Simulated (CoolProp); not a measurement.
Model: reference Helmholtz-energy equation of state, Thol 2019, in CoolProp.

Q: For tetradecamethylhexasiloxane (MD4M), give the phase and the density (kg/m³), cv (kJ/(kg K)), speed of sound (m/s), Joule-Thomson coefficient (K/MPa) at 620 K and 5.92 bar; 620 K and 14.8 bar; 620 K and 41.4 bar.

A: 
- 620 K and 5.92 bar: liquid; density 491, cv 2.12, speed of sound 141, Joule-Thomson coefficient 2.22
- 620 K and 14.8 bar: liquid; density 526, cv 2.11, speed of sound 199, Joule-Thomson coefficient 0.916
- 620 K and 41.4 bar: liquid; density 574, cv 2.11, speed of sound 295, Joule-Thomson coefficient 0.171
